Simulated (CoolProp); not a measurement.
Vapour-liquid equilibrium of benzene (1) + p-xylene (2) at 121.35 °C; x and y are mole fractions of (1).

Computed with CoolProp (multi-fluid Helmholtz-energy mixture model, Thol 2012 and Zhou 2012; pair parameters Bell 2016).

```csv
x,bubble pressure (MPa),y at the bubble point,dew pressure at overall composition x (MPa),liquid density (mol/L)
0.05,0.07410,0.189,0.06553,7.350
0.2,0.1092,0.529,0.07489,7.666
0.35,0.1457,0.710,0.08738,8.003
0.5,0.1829,0.820,0.1049,8.365
0.65,0.2205,0.894,0.1311,8.755
0.8,0.2585,0.947,0.1749,9.177
0.95,0.2969,0.988,0.2609,9.636
```

No azeotrope shows between x = 0.05 and 0.95.

Pair parameters are fitted to limited data, so mixtures are less certain than the pure fluids.
